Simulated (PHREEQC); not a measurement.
Solution (20 °C): 0.017 mol Na3PO4, 0.63 mol NaHSO4 and 0.0011 mol CaBr2 per kg of water. Closed to the air; pH follows from the charge balance.

Computed with PHREEQC (ion-association model, phreeqc.dat).

Each row changes one thing in this solution. This is a speciation only: nothing precipitates in the calculation.

| case | pH | ionic strength (mol/kgw) | Na+ (mol/kgw) | Ca+2 (mol/kgw) |
|---|---|---|---|---|
| as made | 0.85 | 0.947 | 0.600 | 0.000361 |
| CaBr2 from 0.0011 to 0.0055 mol/kgw | 0.85 | 0.953 | 0.601 | 0.00181 |
| Na3PO4 left out | 0.80 | 0.919 | 0.560 | 0.000360 |
| 0.42 mol/kgw KCl added | 0.78 | 1.36 | 0.607 | 0.000393 |
| Na3PO4 replaced by NaBr at the same molality | 0.79 | 0.936 | 0.576 | 0.000362 |
| diluted 100-fold with water | 2.38 | 0.0163 | 0.00671 | 8.28e-6 |
| NaHSO4 left out | 11.92 | 0.0835 | 0.0507 | 8.45e-7 |

The ionic strength passes 0.7 mol/kgw, the rough limit of the ion-association models, in as made; CaBr2 from 0.0011 to 0.0055 mol/kgw; Na3PO4 left out; 0.42 mol/kgw KCl added; Na3PO4 replaced by NaBr at the same molality. Some of these states are supersaturated (in Hydroxyapatite, for instance).
